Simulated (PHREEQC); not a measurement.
Make-up at 20 °C: 0.0073 mol/kgw HF and 0.00017 mol/kgw NH4F. Closed to the air; pH follows from the charge balance.

Model: ion-association model, phreeqc.dat, run in PHREEQC.

Each row changes one thing in this solution. Precipitation was switched off in this run.

| case | pH | ionic strength (mol/kgw) | HF (mol/kgw) | F- (mol/kgw) | HF2- (mol/kgw) |
|---|---|---|---|---|---|
| as made | 2.72 | 0.00216 | 0.00526 | 0.00212 | 4.11e-5 |
| HF from 0.0073 to 0.00657 mol/kgw | 2.75 | 0.00204 | 0.00467 | 0.00200 | 3.44e-5 |
| HF replaced by NH4BF4 at the same molality | 2.98 | 0.00861 | 0.00304 | 0.00234 | 2.62e-5 |
| NH4F from 0.00017 to 8.5e-05 mol/kgw | 2.71 | 0.00211 | 0.00523 | 0.00207 | 3.99e-5 |
| HF from 0.0073 to 0.00365 mol/kgw | 2.91 | 0.00146 | 0.00235 | 0.00145 | 1.25e-5 |
| diluted 100-fold with water | 4.18 | 6.85e-5 | 6.17e-6 | 6.85e-5 | 1.55e-9 |
| 0.0031 mol/kgw HBr added | 2.41 | 0.00436 | 0.00618 | 0.00123 | 2.80e-5 |
| NH4F replaced by LiF at the same molality | 2.72 | 0.00216 | 0.00526 | 0.00212 | 4.11e-5 |
| HF from 0.0073 to 0.00803 mol/kgw | 2.70 | 0.00229 | 0.00587 | 0.00224 | 4.83e-5 |

Complexes and solids missing from the database can't appear. Real BF4- forms and hydrolyses slowly; the run takes it at equilibrium.
